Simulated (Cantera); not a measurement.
An isothermal, constant-pressure homogeneous reactor starts with CH4 : H2O = 1 : 0.35 (molar parts), at 1423 K and 100.0 Torr.

Model: GRI-Mech 3.0 (53 species, 325 reactions), integrated in Cantera. GRI-Mech 3.0 stops at C3 and has no aromatics, soot or wall deposition, so with more carbon than oxygen in the feed, carbon stays in small species such as C2H2 where larger ones or solid carbon would form.

x: mole fraction; the columns are a selection and need not sum to one.

```json
[
 {"t (s)": "0.000400", "x CH4": "0.741", "x H2O": "0.259", "x C2H": "<1e-12", "x CO": "<1e-12", "x C2H2": "2.08e-12", "x CH3": "1.56e-5"},
 {"t (s)": "0.000825", "x CH4": "0.741", "x H2O": "0.259", "x C2H": "<1e-12", "x CO": "<1e-12", "x C2H2": "4.17e-11", "x CH3": "3.15e-5"},
 {"t (s)": "0.00170", "x CH4": "0.741", "x H2O": "0.259", "x C2H": "<1e-12", "x CO": "1.69e-11", "x C2H2": "8.32e-10", "x CH3": "?"},
 {"t (s)": "0.00350", "x CH4": "0.741", "x H2O": "0.259", "x C2H": "<1e-12", "x CO": "3.76e-10", "x C2H2": "1.42e-8", "x CH3": "9.22e-5"},
 {"t (s)": "0.00722", "x CH4": "0.740", "x H2O": "0.259", "x C2H": "<1e-12", "x CO": "4.80e-9", "x C2H2": "1.68e-7", "x CH3": "0.000117"},
 {"t (s)": "0.0149", "x CH4": "0.740", "x H2O": "0.259", "x C2H": "<1e-12", "x CO": "4.09e-8", "x C2H2": "1.51e-6", "x CH3": "0.000145"},
 {"t (s)": "0.0307", "x CH4": "0.739", "x H2O": "0.259", "x C2H": "<1e-12", "x CO": "?", "x C2H2": "?", "x CH3": "?"},
 {"t (s)": "0.0632", "x CH4": "0.736", "x H2O": "0.259", "x C2H": "2.06e-12", "x CO": "1.65e-6", "x C2H2": "0.000112", "x CH3": "0.000232"},
 {"t (s)": "0.130", "x CH4": "0.727", "x H2O": "0.258", "x C2H": "1.76e-11", "x CO": "6.93e-6", "x C2H2": "0.000842", "x CH3": "0.000262"},
 {"t (s)": "0.269", "x CH4": "0.708", "x H2O": "0.256", "x C2H": "9.20e-11", "x CO": "2.15e-5", "x C2H2": "0.00439", "x CH3": "0.000256"},
 {"t (s)": "0.554", "x CH4": "0.671", "x H2O": "0.250", "x C2H": "2.89e-10", "x CO": "6.19e-5", "x C2H2": "0.0146", "x CH3": "0.000229"},
 {"t (s)": "1.14", "x CH4": "0.608", "x H2O": "0.240", "x C2H": "6.16e-10", "x CO": "0.000193", "x C2H2": "0.0335", "x CH3": "0.000195"},
 {"t (s)": "2.35", "x CH4": "0.518", "x H2O": "0.226", "x C2H": "1.04e-9", "x CO": "0.000586", "x C2H2": "0.0601", "x CH3": "0.000158"},
 {"t (s)": "4.85", "x CH4": "0.402", "x H2O": "0.207", "x C2H": "1.58e-9", "x CO": "0.00164", "x C2H2": "0.0927", "x CH3": "0.000120"},
 {"t (s)": "10.0", "x CH4": "0.275", "x H2O": "0.185", "x C2H": "2.24e-9", "x CO": "0.00426", "x C2H2": "0.126", "x CH3": "8.55e-5"}
]
```

Problem. What belongs in the gaps?

Solution. 
- 0.00170, x CH3: 5.91e-5
- 0.0307, x CO: 2.89e-7
- 0.0307, x C2H2: 1.30e-5
- 0.0307, x CH3: 0.000186
